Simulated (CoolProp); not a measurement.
Vapour-liquid equilibrium of propylene (1) + R114 (2) at 326.5 K; x and y are mole fractions of (1).

Values from CoolProp's multi-fluid Helmholtz-energy mixture model, Lemmon 2013 and Platzer 1990; pair parameters Bell 2016. This equation is an older, rougher fit; its heat capacities, sound speeds and derivatives of the liquid may be far off and weren't checked against measurements.

Q: Give the bubble pressure and the first vapour's composition at x = 0.15, 0.55, 0.85. Is there an azeotrope?

A: x = 0.15: 0.7834 MPa, y = 0.422; x = 0.55: 1.492 MPa, y = 0.788; x = 0.85: 1.960 MPa, y = 0.926. No azeotrope shows between x = 0.05 and 0.95.

Pair parameters are fitted to limited data, so mixtures are less certain than the pure fluids.
